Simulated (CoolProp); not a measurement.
A single-stage vapour-compression cycle with R245fa: evaporating at 253.15 K (dew point), condensing at 302.15 K (bubble point), superheat 0 K, subcooling 0 K, compressor efficiency 0.9, no pressure losses. Each further row changes one setting.

Model: reference Helmholtz-energy equation of state, Akasaka 2015, in CoolProp.

```csv
case,cooling COP,pressure ratio,discharge temperature (K),refrigerating effect (kJ/kg),volumetric capacity (kJ/m³)
as stated,3.80,8.76,305.9,152,193
evaporating temperature 258.15 K,4.41,?,304.8,?,254
condensing temperature 297.15 K,4.35,?,301.2,159,201
subcooling 5 K,3.96,8.76,305.9,159,201
superheat 10 K,3.84,8.76,?,?,195
compressor efficiency 0.8,3.38,8.76,311.3,152,193
```

### Question
Fill in the missing entries.

### Answer

- evaporating temperature 258.15 K, pressure ratio: 6.71
- evaporating temperature 258.15 K, refrigerating effect (kJ/kg): 156
- condensing temperature 297.15 K, pressure ratio: 7.30
- superheat 10 K, discharge temperature (K): 316.2
- superheat 10 K, refrigerating effect (kJ/kg): 160
